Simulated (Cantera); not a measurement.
## Premixed flame

A freely propagating, adiabatic, planar premixed flame of 12.0 % CH₄, 18.5 % O₂, 69.5 % N₂, unburnt at 323 K and 10.0 bar; unity-Lewis-number transport, grid criteria slope 0.08 and curve 0.16, no radiation.

Detailed kinetics in Cantera: GRI-Mech 3.0 (53 species, 325 reactions). Unity Lewis numbers drop preferential diffusion, which matters most where H2 and H carry the flame. Burning velocities carry a grid error of a few per cent, more on coarse grids.

| z (mm) | T (K) | u (m/s) | x CH₄ | x O₂ | x NO₂ | x H | x H₂O | x CH₂ |
|---|---|---|---|---|---|---|---|---|
| -0.618 | 324 | 0.0702 | 0.120 | 0.185 | <1e-8 | <1e-8 | 0.000108 | <1e-8 |
| -0.412 | 332 | 0.0718 | 0.120 | 0.184 | 3.09e-8 | <1e-8 | 0.000835 | <1e-8 |
| -0.309 | 365 | 0.0791 | 0.118 | 0.181 | 1.48e-7 | <1e-8 | 0.00402 | <1e-8 |
| -0.206 | 536 | 0.117 | 0.107 | 0.165 | 7.26e-7 | <1e-8 | 0.0209 | <1e-8 |
| -0.103 | 1085 | 0.240 | 0.0678 | 0.109 | 1.56e-6 | 3.03e-7 | 0.0808 | <1e-8 |
| -0.0515 | 1503 | 0.336 | 0.0362 | 0.0623 | 5.15e-7 | 1.52e-5 | 0.130 | 1.05e-7 |
| 0 | 1883 | 0.426 | 0.00994 | 0.0198 | 1.82e-8 | 0.000240 | 0.173 | 6.16e-6 |
| 0.0515 | 2035 | 0.463 | 0.00265 | 0.00413 | <1e-8 | 0.000428 | 0.187 | 6.70e-6 |
| 0.103 | 2069 | 0.471 | 0.00143 | 0.00107 | <1e-8 | 0.000320 | 0.187 | 2.30e-6 |
| 0.206 | 2079 | 0.473 | 0.000835 | 0.000136 | <1e-8 | 0.000202 | 0.186 | 5.53e-7 |
| 0.412 | 2078 | 0.474 | 0.000429 | 5.13e-6 | <1e-8 | 0.000172 | 0.185 | 1.95e-7 |
| 0.823 | 2076 | 0.474 | 0.000143 | 4.43e-7 | <1e-8 | 0.000171 | 0.184 | 5.97e-8 |
| 1.65 | 2075 | 0.474 | 1.62e-5 | 4.32e-7 | <1e-8 | 0.000175 | 0.184 | <1e-8 |
x: mole fraction of selected species; z is measured from the peak of heat release.

```
Item                         Result
------------------------  ---------
laminar burning velocity  6.99 cm/s
thermal thickness          0.206 mm
peak x(H)                  0.000431
peak x(CH₂)                 9.07e-6
grid points                     126
```
